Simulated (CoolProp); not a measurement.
Properties of dry air along the isotherm 98.2 K (Tc = 132.5 K, pc = 37.86 bar, ω = 0.034).

Values from CoolProp's reference Helmholtz-energy equation of state, Lemmon 2000. It is a pseudo-pure fit of the blend.

```tsv
p (bar)	phase	Z	cv (kJ/(kg K))	speed of sound (m/s)	Joule-Thomson coefficient (K/MPa)	expansivity (1/kK)	viscosity (µPa s)
1.2	gas	0.9735	0.7320	195.8	18.11	11.03	6.98
2.72	gas	0.9379	0.7565	191.7	18.32	12.34	7.01
14.1	liquid	(withheld)	0.9686	684.1	-0.1813	7.185	93.8
32.1	liquid	0.1441	0.9713	707.1	-0.2125	6.711	97.5
73.1	liquid	0.3217	0.9782	752.4	-0.2665	(withheld)	106
166	liquid	0.7057	0.9951	833.4	-0.3409	4.826	(withheld)
379	liquid	1.526	1.031	963.9	-0.4172	3.644	158
```

Task: Some entries are withheld; supply them.

Result: 
- 14.1, Z: 0.06391
- 73.1, expansivity (1/kK): 5.912
- 166, viscosity (µPa s): 122

Viscosity comes from a separate model (Lemmon 2004).
